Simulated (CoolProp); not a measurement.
Properties of CH2F2 (R32) along the isotherm 255 K (Tc = 351.3 K, pc = 5.783 MPa, ω = 0.277).

The numbers come from the reference Helmholtz-energy equation of state, Tillner-Roth 1997 in CoolProp.

```
p (MPa)   phase           Z  isothermal compressibility (1/MPa)
-------  ------  ----------  ----------------------------------
2.07     liquid     0.04538                          (withheld)
4.13     liquid     0.09009                          (withheld)
6.2      liquid      0.1346                            0.002213
8.26     liquid      0.1785                            0.002120
10.3     liquid      0.2217                          (withheld)
12.4     liquid  (withheld)                            0.001956
14.5     liquid      0.3096                            0.001883
16.5     liquid      0.3509                            0.001819
18.6     liquid  (withheld)                          (withheld)
20.7     liquid      0.4370                            0.001699
22.7     liquid      0.4777                          (withheld)
24.8     liquid      0.5201                            0.001598
26.8     liquid      0.5603                            0.001553
28.9     liquid      0.6022                            0.001508
```

Fill in the missing entries.


- 2.07, isothermal compressibility (1/MPa): 0.002432
- 4.13, isothermal compressibility (1/MPa): 0.002317
- 10.3, isothermal compressibility (1/MPa): 0.002036
- 12.4, Z: 0.2658
- 18.6, Z: 0.3941
- 18.6, isothermal compressibility (1/MPa): 0.001757
- 22.7, isothermal compressibility (1/MPa): 0.001648
